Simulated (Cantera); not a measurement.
A Cantera script and what it prints.

```python
import numpy as np
import cantera as ct

gas_names = """
    Cu CuO Cu2 H HO2 H2 H2O H2O2 O OH O2 O3
""".split()
cond_names = """
    Cu(cr) Cu(L) CuO(s) CuO2H2(s) Cu2O(s) Cu2O(L) H2O(s) H2O(L)
""".split()


def load(file, names, dense=False):
    # The tables refer to 1 bar. Condensed volumes are neglected.
    table = {s.name: s for s in ct.Species.list_from_file(file)}
    out = []
    for n in names:
        d = dict(table[n].input_data)
        d["thermo"] = dict(d["thermo"], **{"reference-pressure": 1e5})
        if dense:
            d["equation-of-state"] = {"model": "constant-volume", "density": "1e6 g/cm^3"}
        out.append(ct.Species.from_dict(d))
    return out


gas = ct.Solution(thermo="ideal-gas", species=load("nasa_gas.yaml", gas_names))
cond = {s.name: ct.Solution(thermo="fixed-stoichiometry", species=[s], name=s.name)
        for s in load("nasa_condensed.yaml", cond_names, dense=True)}
atoms = {
    'Cu2O': {'Cu': 2, 'O': 1},
    'H2': {'H': 2},
}
top_T = {'CuO(s)': 1390}  # K; cautious upper limits of use, not melting points


def equilibrate(T, P, feed):
    n = {}
    for name, mol in feed.items():
        for a, k in atoms[name].items():
            n[a] = n.get(a, 0.0) + k * mol
    gas.TPX = T, P, n
    mass = sum(n.values()) * gas.mean_molecular_weight
    gas.equilibrate("TP")
    valid = [c for c in cond.values() if c.min_temp <= T <= top_T.get(c.name, c.max_temp)]
    mix = ct.Mixture([(gas, mass / gas.mean_molecular_weight)] + [(c, 0.0) for c in valid])
    mix.T, mix.P = T, P
    mix.equilibrate("TP", solver="vcs", rtol=1e-11, max_steps=5000)
    return mix


results = []
feed = {'Cu2O': 1, 'H2': 49}  # mol
P = 310  # Pa
for T in [623, 723, 823, 923, 1023, 1123, 1223, 1323, 1423, 1523, 1623, 1723]:
    mix = equilibrate(T, P, feed)
    results.append((T, P, feed, dict(zip(mix.species_names, mix.species_moles))))
    x = sorted(zip(gas.X, gas.species_names), reverse=True)
    print(f"T = {T:g} K  P = {P:g} Pa  gas = {mix.phase_moles(0):.4g} mol")
    print("   x: " + "  ".join(f"{s} {v:.3e}" for v, s in x if v > 0.001))
    print("   condensed (mol): " + ("  ".join(f"{mix.phase(i).name} {mix.phase_moles(i):.4g}"
          for i in range(1, mix.n_phases) if mix.phase_moles(i) > 1e-12) or "none"))
```

It prints:

```
T = 623 K  P = 310 Pa  gas = 49 mol
   x: H2 9.796e-01  H2O 2.041e-02
   condensed (mol): Cu(cr) 2
T = 723 K  P = 310 Pa  gas = 49 mol
   x: H2 9.796e-01  H2O 2.041e-02
   condensed (mol): Cu(cr) 2
T = 823 K  P = 310 Pa  gas = 49 mol
   x: H2 9.796e-01  H2O 2.041e-02
   condensed (mol): Cu(cr) 2
T = 923 K  P = 310 Pa  gas = 49 mol
   x: H2 9.796e-01  H2O 2.041e-02
   condensed (mol): Cu(cr) 2
T = 1023 K  P = 310 Pa  gas = 49 mol
   x: H2 9.796e-01  H2O 2.041e-02
   condensed (mol): Cu(cr) 2
T = 1123 K  P = 310 Pa  gas = 49 mol
   x: H2 9.796e-01  H2O 2.041e-02
   condensed (mol): Cu(cr) 2
T = 1223 K  P = 310 Pa  gas = 49 mol
   x: H2 9.796e-01  H2O 2.041e-02
   condensed (mol): Cu(cr) 2
T = 1323 K  P = 310 Pa  gas = 49 mol
   x: H2 9.795e-01  H2O 2.041e-02
   condensed (mol): Cu(cr) 1.996
T = 1423 K  P = 310 Pa  gas = 49.04 mol
   x: H2 9.788e-01  H2O 2.039e-02
   condensed (mol): Cu(L) 1.967
T = 1523 K  P = 310 Pa  gas = 49.2 mol
   x: H2 9.754e-01  H2O 2.032e-02  Cu 3.884e-03
   condensed (mol): Cu(L) 1.809
T = 1623 K  P = 310 Pa  gas = 49.93 mol
   x: H2 9.608e-01  H2O 2.003e-02  Cu 1.791e-02  H 1.217e-03
   condensed (mol): Cu(L) 1.104
T = 1723 K  P = 310 Pa  gas = 51.08 mol
   x: H2 9.381e-01  Cu 3.909e-02  H2O 1.957e-02  H 3.172e-03
   condensed (mol): none
```

Cantera equilibrium calculation (NASA polynomials, part measured and part estimated; ideal gas, pure solids and liquids).
